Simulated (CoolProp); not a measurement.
Vapour pressure (bar) of R114: the reference equation beside estimates from Tc = 147.5 °C, pc = 33.52 bar, ω = 0.252. Clausius-Clapeyron is anchored at 78.35 °C with a constant enthalpy of vaporisation of 17.56 kJ/mol.

Computed with CoolProp (reference Helmholtz-energy equation of state, Platzer 1990). This equation is an older, rougher fit; its heat capacities, sound speeds and derivatives of the liquid may be far off and weren't checked against measurements.

| T (°C) | reference | Lee-Kesler | Clausius-Clapeyron | van der Waals | Redlich-Kwong | Soave-Redlich-Kwong | Peng-Robinson |
|---|---|---|---|---|---|---|---|
| 52.05 | 4.720 | 4.706 | 5.517 | 10.96 | 6.436 | 4.717 | 4.663 |
| 57.25 | 5.405 | 5.393 | 6.111 | 11.81 | 7.231 | 5.411 | 5.346 |
| 62.55 | 6.177 | 6.167 | 6.760 | 12.71 | 8.109 | 6.195 | 6.117 |
| 67.85 | 7.028 | 7.019 | 7.454 | 13.67 | 9.058 | 7.061 | 6.969 |
| 73.05 | 7.946 | 7.937 | 8.181 | 14.64 | 10.06 | ___ | 7.889 |
| 78.35 | 8.969 | 8.960 | 8.969 | 15.68 | 11.16 | 9.036 | 8.917 |
| 83.65 | 10.09 | 10.08 | 9.806 | 16.76 | 12.33 | 10.18 | 10.04 |
| 88.95 | 11.31 | 11.29 | 10.69 | 17.89 | 13.59 | 11.42 | 11.27 |
| 94.15 | 12.61 | 12.59 | 11.61 | 19.04 | 14.90 | ___ | 12.58 |
| 99.45 | 14.04 | 14.02 | 12.60 | 20.26 | 16.33 | 14.20 | 14.03 |
| 104.75 | 15.60 | 15.57 | 13.65 | 21.53 | ___ | 15.78 | 15.60 |
| 110.05 | 17.28 | 17.25 | 14.74 | 22.85 | 19.45 | 17.48 | 17.30 |

What belongs in the gaps?


- 73.05, Soave-Redlich-Kwong: 7.994
- 94.15, Soave-Redlich-Kwong: 12.74
- 104.75, Redlich-Kwong: 17.84

Absolute difference from the reference over all 12 rows, mean and median: Lee-Kesler 0.2 and 0.2 %, Clausius-Clapeyron 8.5 and 8.7 %, van der Waals 75.0 and 70.5 %, Redlich-Kwong 23.8 and 23.3 %, Soave-Redlich-Kwong 0.7 and 0.8 %, Peng-Robinson 0.6 and 0.5 %.
